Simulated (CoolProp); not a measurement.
Isobutane along the isotherm 301.85 °C: fugacity coefficient from the reference equation and from simpler models built on Tc = 134.7 °C, pc = 3629 kPa, ω = 0.184; each cubic takes its own stable root.

Model: reference Helmholtz-energy equation of state, Bücker 2006, in CoolProp.

```tsv
p (kPa)	phase	reference	van der Waals	Redlich-Kwong
140	gas	0.9960	0.9952	0.9954
279	gas	0.9920	0.9905	0.9908
419	gas	0.9881	0.9858	0.9863
558	gas	0.9842	0.9811	0.9818
698	gas	0.9803	0.9764	0.9773
837	gas	0.9764	0.9717	0.9728
977	gas	0.9725	___	0.9683
1120	gas	0.9685	0.9622	0.9638
1260	gas	0.9647	0.9576	0.9594
1400	gas	0.9609	0.9529	0.9550
1540	gas	0.9571	0.9483	___
1670	gas	0.9535	0.9440	0.9465
1810	gas	___	___	0.9422
```

Problem. Some entries are withheld; supply them.

Solution. 
- 977, van der Waals: 0.9670
- 1540, Redlich-Kwong: 0.9506
- 1810, reference: 0.9498
- 1810, van der Waals: 0.9394
